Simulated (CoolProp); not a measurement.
Vapour-liquid equilibrium of trans-2-butene (1) + acetone (2) at 252.9 K; x and y are mole fractions of (1).

Values from CoolProp's multi-fluid Helmholtz-energy mixture model, Lemmon 2005 and Lemmon 2006; pair parameters Bell 2016.

```
x     bubble pressure (MPa)  y at the bubble point  dew pressure at overall composition x (MPa)  liquid density (mol/L)
----  ---------------------  ---------------------  -------------------------------------------  ----------------------
0.05                0.01069                  0.742                                          ___                   14.18
0.2                 0.02622                    ___                                     0.003578                   13.67
0.35                0.03309                    ___                                     0.004386                     ___
0.5                 0.03556                  0.940                                     0.005665                     ___
0.65                0.03665                  0.944                                     0.007994                   12.34
0.8                     ___                  0.953                                          ___                   11.98
0.95                0.04072                    ___                                      0.03771                   11.67
```

Q: What belongs in the gaps?

A: 
- 0.05, dew pressure at overall composition x (MPa): 0.003020
- 0.2, y at the bubble point: 0.906
- 0.35, y at the bubble point: 0.932
- 0.35, liquid density (mol/L): 13.19
- 0.5, liquid density (mol/L): 12.75
- 0.8, bubble pressure (MPa): 0.03810
- 0.8, dew pressure at overall composition x (MPa): 0.01355
- 0.95, y at the bubble point: 0.981

No azeotrope shows between x = 0.05 and 0.95.

The pair parameters rest on a limited set of measurements; away from them the model extrapolates. With so large a gap from Raoult's law the liquid may split in two, which this calculation doesn't test in full.
